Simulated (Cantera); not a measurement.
A perfectly stirred reactor is fed with NH3 : N2 = 1 : 1.4 (molar parts), at 0.0133 bar; it is held at 1775 K, and followed from long to short residence time.

Model: the gas-phase N/H chemistry of the illustrative SiF4/NH3 mechanism in the Surface Chemkin manual (1991), integrated in Cantera. Walls and surfaces, which speed up NH3 decomposition in real reactors, are not modelled.

Task: Predict: x(NH3) at τ = 7.70 s; x(H) at τ = 7.70 s; x(N2H4) at τ = 7.70 s; x(N) at τ = 7.70 s; x(H2) at τ = 7.70 s; x(NH3) at τ = 0.170 s; x(H) at τ = 0.170 s; x(N2H4) at τ = 0.170 s; x(N) at τ = 0.170 s; x(H2) at τ = 0.170 s.

Result: 
```json
{
  "x(NH3) at τ = 7.70 s": "0.239",
  "x(H) at τ = 7.70 s": "7.39e-5",
  "x(N2H4) at τ = 7.70 s": "2.97e-9",
  "x(N) at τ = 7.70 s": "3.16e-7",
  "x(H2) at τ = 7.70 s": "0.188",
  "x(NH3) at τ = 0.170 s": "0.410",
  "x(H) at τ = 0.170 s": "2.98e-6",
  "x(N2H4) at τ = 0.170 s": "8.25e-9",
  "x(N) at τ = 0.170 s": "2.37e-8",
  "x(H2) at τ = 0.170 s": "0.00681"
}
```
